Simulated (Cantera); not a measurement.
Input: 1 mol CH3F, 0.022 mol CH4, 5.4 mol H2, at 720 Torr.

Equilibrium computed with Cantera from the NASA thermochemical tables; the gas is ideal and each condensed phase is pure. Candidate condensed phases: C, C6H6, C7H8, C8H18; 95 gas species. Rates play no part.

Problem. Which condensed phases are stable at each of these points (T (K)): 750, 775, 800, 825, 850, 875, 900, 925?

Solution. 
```tsv
T (K)	condensed phases	C condensed (%)
750	gas only	0.0
775	gas only	0.0
800	gas only	0.0
825	gas only	0.0
850	gas only	0.0
875	gas only	0.0
900	C(graphite)	6.9
925	C(graphite)	23.7
```

From 750 K to 875 K nothing is condensed. From 900 K to 925 K the condensed part is C(graphite).
